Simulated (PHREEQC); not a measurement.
Solution (25 °C): 0.049 mol/kgw RbOH and 0.032 mol/kgw Fe(NO3)3. Closed to the air; pH follows from the charge balance.

All values are PHREEQC results (ion-association model, wateq4f.dat), not measurements.

Precipitation was switched off in this run.

Q: Order these Fe species by the share of Fe that they hold, largest first: Fe2(OH)2+4, Fe3(OH)4+5, Fe(OH)2+, FeOH+2, Fe(OH)3.

A: Fe3(OH)4+5 (62 %), Fe(OH)2+ (32 %), FeOH+2 (3.6 %), Fe2(OH)2+4 (2.0 %), Fe(OH)3 (0.19 %)

The pH is 4.81 and the ionic strength 0.165 mol/kgw. Examples of supersaturated solids here: Fe(OH)3(a), Hematite (slow to form). Others may be too.
